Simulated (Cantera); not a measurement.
# Ignition delay

Mixture: CH₄ : O₂ : N₂ = 1 : 0.909 : 2.91 (molar parts), at 10.0 bar, adiabatic and at constant volume. Ignition delay is the time to a rise of 400 K.

Detailed kinetics in Cantera: GRI-Mech 3.0 (53 species, 325 reactions).

| T0 (K) | delay (ms) |
|---|---|
| 1000 | 104 |
| 1050 | 47.1 |
| 1100 | 22.7 |
| 1150 | 11.5 |
| 1200 | 6.00 |
| 1250 | 3.24 |
| 1300 | 1.80 |
| 1350 | 1.03 |

The apparent activation energy between 1250 and 1350 K comes out as 160 kJ/mol.
